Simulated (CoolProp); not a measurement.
Model: reference Helmholtz-energy equation of state, Gao 2020, in CoolProp.

### Question
For ammonia, give the phase and the Z, cv (kJ/(kg K)), isothermal compressibility (1/MPa), expansivity (1/kK) at 384 K and 3410 kPa; 384 K and 6820 kPa; 384 K and 15300 kPa.

### Answer
- 384 K and 3410 kPa: gas; Z 0.849, cv 2.13, isothermal compressibility 0.353, expansivity 4.61
- 384 K and 6820 kPa: gas; Z 0.634, cv 2.86, isothermal compressibility 0.281, expansivity 12.7
- 384 K and 15300 kPa: liquid; Z 0.176, cv 2.74, isothermal compressibility 0.00777, expansivity 5.64
